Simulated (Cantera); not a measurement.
A perfectly stirred reactor is fed with C2H6 : N2 = 1 : 35 (molar parts), at 20.0 Torr; it is held at 1800 K, and followed from long to short residence time.

Computed with Cantera and GRI-Mech 3.0 (53 species, 325 reactions). GRI-Mech 3.0 stops at C3 and has no aromatics, soot or wall deposition, so with more carbon than oxygen in the feed, carbon stays in small species such as C2H2 where larger ones or solid carbon would form. Radical loss at walls, strong at low pressure, is not modelled.

Task: What does this change do: pressure from 20.0 Torr to 5.25 Torr?

Result: 
```json
[
 {"quantity": "x(C2H6) at τ = 0.870 s", "before": "5.47e-6", "after": "1.50e-5"},
 {"quantity": "x(C2H) at τ = 0.870 s", "before": "2.97e-6", "after": "3.80e-6"},
 {"quantity": "x(C2H4) at τ = 0.870 s", "before": "3.34e-5", "after": "9.32e-5"},
 {"quantity": "x(CH2) at τ = 0.870 s", "before": "3.80e-6", "after": "8.37e-6"},
 {"quantity": "x(HCN) at τ = 0.870 s", "before": "0.000457", "after": "0.000334"},
 {"quantity": "x(C2H6) at τ = 33.0 ms", "before": "0.000128", "after": "0.000346"},
 {"quantity": "x(C2H) at τ = 33.0 ms", "before": "3.87e-6", "after": "5.03e-6"},
 {"quantity": "x(C2H4) at τ = 33.0 ms", "before": "0.000617", "after": "0.00156"},
 {"quantity": "x(CH2) at τ = 33.0 ms", "before": "1.77e-5", "after": "3.43e-5"},
 {"quantity": "x(HCN) at τ = 33.0 ms", "before": "0.000102", "after": "6.85e-5"}
]
```
